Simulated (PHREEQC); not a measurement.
**Acid rinse or clean (model solution)**

Solution (45 °C): 170 mmol/kgw HF and 5.7 mmol/kgw CuCl2. It is in equilibrium with CO2 at log p = -3.4 (atm). Otherwise closed; pH follows from the charge balance.

All values are PHREEQC results (ion-association model, phreeqc.dat), not measurements.

| Quantity | Value |
|---|---|
| pH | 1.95 |
| ionic strength | 0.0286 mol/kgw |
| total alkalinity | -170 meq/kg |

```tsv
species	molality	activity	log γ
HF	0.152	0.153	0.003
H+	0.0128	0.0112	-0.059
Cl-	0.0112	0.00944	-0.074
F-	0.00749	0.00630	-0.075
Cu+2	0.00505	0.00273	-0.268
HF2-	0.00488	0.00413	-0.072
CuF+	0.000438	0.000371	-0.072
```

No solid was allowed to form. Complexes and solids missing from the database can't appear. Constants without temperature data keep their 25 °C values here.
